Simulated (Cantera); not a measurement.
Input (Python, Cantera) and output of one run.

```python
import numpy as np
import cantera as ct

gas_names = [...]  # 109 gases of nasa_gas.yaml made of C, Cl, H, Si
cond_names = """
    C(gr) C6H6(L) C7H8(L) C8H18(L),n-octa Si(cr) Si(L) SiC(b)
""".split()


# ... load() reads the species with a 1 bar reference pressure and builds the phases ...
atoms = {
    'SiCl4': {'Si': 1, 'CL': 4},
    'CH4': {'C': 1, 'H': 4},
    'H2': {'H': 2},
    'HCl': {'H': 1, 'CL': 1},
}
top_T = {'C(gr)': 4500, 'SiC(b)': 3050}  # K; cautious upper limits of use, not melting points


# ... equilibrate(T, P, feed) seeds the gas with the atoms and calls Mixture.equilibrate('TP', solver="vcs", rtol=1e-11, max_steps=5000) ...
results = []
feed = {'SiCl4': 1, 'CH4': 0.35, 'H2': 17, 'HCl': 4.6}  # mol
P = 1000  # Pa
for T in [1098, 1148, 1198, 1248, 1298, 1348, 1398, 1448, 1498, 1548]:
    mix = equilibrate(T, P, feed)
    results.append((T, P, feed, dict(zip(mix.species_names, mix.species_moles))))

top = {s: max(r[3][s] / sum(r[3][g] for g in gas_names) for r in results) for s in gas_names}
cols = sorted((s for s in top if top[s] > 0.001), key=lambda s: -top[s])[:9]
seen = [c for c in cond_names if any(r[3].get(c, 0) > 1e-12 for r in results)]
print("log10 of partial pressures in bar; condensed amounts in mol")
print(f"{'T/K':>10s}" + "".join(f"{s[:9]:>10s}" for s in cols + seen))
for T, P, feed, n in results:
    ng = sum(n[g] for g in gas_names)
    print(f"{T:10.4g}" + "".join(f"{np.log10(max(n[s] / ng * P / 1e5, 1e-99)):10.3f}" for s in cols)
          + "".join(f"{n.get(c, 0):10.4g}" for c in seen))
```

Result:

```
log10 of partial pressures in bar; condensed amounts in mol
       T/K        H2       HCL     SiCL4     SiCL2     SiCL3    SiHCL3    SiC(b)
      1098    -2.145    -2.593    -3.592    -5.600    -5.170    -4.980    0.3472
      1148    -2.146    -2.589    -3.624    -5.027    -4.847    -4.879    0.3492
      1198    -2.149    -2.581    -3.689    -4.548    -4.592    -4.826    0.3497
      1248    -2.153    -2.569    -3.810    -4.182    -4.425    -4.848    0.3499
      1298    -2.159    -2.554    -4.003    -3.934    -4.357    -4.952    0.3499
      1348    -2.164    -2.542    -4.261    -3.783    -4.372    -5.128    0.3499
      1398    -2.167    -2.534    -4.561    -3.697    -4.445    -5.348      0.35
      1448    -2.169    -2.529    -4.880    -3.650    -4.547    -5.587      0.35
      1498    -2.170    -2.527    -5.198    -3.623    -4.663    -5.829      0.35
      1548    -2.171    -2.525    -5.507    -3.607    -4.780    -6.065      0.35
```

These are equilibrium values from Cantera (NASA tables, ideal gas, pure condensed phases), not measurements of a reactor. The tables' values for SiCl3 are old estimates; treat these amounts as uncertain.
